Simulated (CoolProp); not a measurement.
A single-stage vapour-compression cycle with the fluid: evaporating at 218.15 K (dew point), condensing at 275.15 K (bubble point), superheat 5 K, subcooling 0 K, compressor efficiency 0.8, no pressure losses. The same conditions are run with several fluids, on thermodynamics alone (safety and materials aside).

The numbers come from the reference Helmholtz-energy equation of state of each fluid (isobutane: Bücker 2006; vinyl chloride: Thol 2022; R13: Platzer 1990; nitrous oxide: Lemmon 2006; R404A: Lemmon 2003; hydrogen sulfide: Lemmon 2006) in CoolProp. The equations of Platzer and Polt are older, rougher fits. Blends and air are pseudo-pure fits.

### Question
Rank isobutane, vinyl chloride, R13, nitrous oxide, R404A, hydrogen sulfide by cooling COP, highest first.

### Answer
vinyl chloride (2.47), isobutane (2.45), hydrogen sulfide (2.34), R404A (2.26), nitrous oxide (2.09), R13 (1.97)

| fluid | pressure ratio | discharge temperature (K) | refrigerating effect (kJ/kg) | volumetric capacity (kJ/m³) |
|---|---|---|---|---|
| isobutane | 13.4 | 303.5 | 284 | 113 |
| vinyl chloride | 14.6 | 371.2 | 307 | 133 |
| R13 | 6.02 | 307.8 | 77.5 | 1650 |
| nitrous oxide | 6.20 | 362.2 | 226 | 3080 |
| R404A | 10.4 | 307.1 | 135 | 459 |
| hydrogen sulfide | 8.32 | 410.1 | 429 | 1060 |
